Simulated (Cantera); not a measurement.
Thermodynamics of nitride etching, feed Si3N4 + F2 + N2

A closed system holds: 1 mol Si3N4, 5 mol F2, 17 mol N2, held at 1175 K and 100000 Pa.

Cantera equilibrium calculation (NASA polynomials, part measured and part estimated; ideal gas, pure solids and liquids). Candidate condensed phases: Si, Si3N4; 16 gas species. The tables' values for SiF3 are old estimates; treat these amounts as uncertain. Rates play no part.

The x(N2) is 0.882, the x(SiF4) is 0.118 and the x(SiF3) comes out as 5.74e-5. The n(Si3N4(s)) is 0.167 mol and the gas amount comes out as 21.17 mol. The log10 activity of Si(s) (absent) is -5.22.
